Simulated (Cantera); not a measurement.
A freely propagating, adiabatic, planar premixed flame of H₂ : O₂ : N₂ = 1 : 0.192 : 0.723 (molar parts), unburnt at 498 K and 790000 Pa; mixture-averaged transport, grid criteria slope 0.08 and curve 0.16, no radiation.

Computed with Cantera and the H2/O2 subset of GRI-Mech 3.0, which has no nitrogen chemistry. The hydrogen kinetics of GRI-Mech 3.0 are dated; newer H2 mechanisms differ, most at raised pressure. Burning velocities carry a grid error of a few per cent, more on coarse grids.

What does this change do: 0.021 parts H2O added?


```
quantity                     before      after
------------------------  ---------  ---------
laminar burning velocity   510 cm/s   485 cm/s
thermal thickness         0.0335 mm  0.0336 mm
peak x(H₂O₂)                8.95e-5    9.82e-5
peak x(OH)                  0.00148    0.00142
peak x(HO₂)                 0.00111    0.00114
```

What does this change do: inlet temperature 498 to 300 K?


```tsv
quantity	before	after
laminar burning velocity	510 cm/s	188 cm/s
thermal thickness	0.0335 mm	0.0338 mm
peak x(H₂O₂)	8.95e-5	0.000178
peak x(OH)	0.00148	0.000816
peak x(HO₂)	0.00111	0.00117
```
